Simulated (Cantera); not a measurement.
Input: 1 mol S, 0.44 mol SO2, 2.4 mol H2, equilibrated at 1.00 bar.

These are equilibrium values from Cantera (NASA tables, ideal gas, pure condensed phases), not measurements of a reactor. Candidate condensed phases: H2O, H2SO4, S; 19 gas species. Rates play no part. All values below are at 1925 K.

Base state: H2 0.400, H2O 0.283, S2 0.170, H2S 0.120, SH 0.0157, SO2 0.00528, SO 0.00342, S2O 0.000893 (mole fractions); condensed: gas only.

**Question.** What changes in the equilibrium state with this change: H2 from 2.4 to 6 mol?

**Answer.** 
```tsv
species	before	after
H2	0.400	0.687
H2O	0.283	0.137
H2S	0.120	0.113
S2	0.170	0.0505
SH	0.0157	0.0112
SO2	0.00528	0.000230
S2O	0.000893	7.52e-5
SO	0.00342	0.000528
```

**Question.** What changes in the equilibrium state with this change: S replaced by NH3?

**Answer.** 
| species | before | after |
|---|---|---|
| H2 | 0.400 | 0.612 |
| H2O | 0.283 | 0.195 |
| N2 | 0 | 0.111 |
| S2 | 0.170 | 0.0166 |
| SH | 0.0157 | 0.00606 |
| H2S | 0.120 | 0.0575 |
| S2O | 0.000893 | 3.93e-5 |
| SO2 | 0.00528 | 0.000334 |
| SO | 0.00342 | 0.000482 |
| S | 0.000787 | 0.000246 |
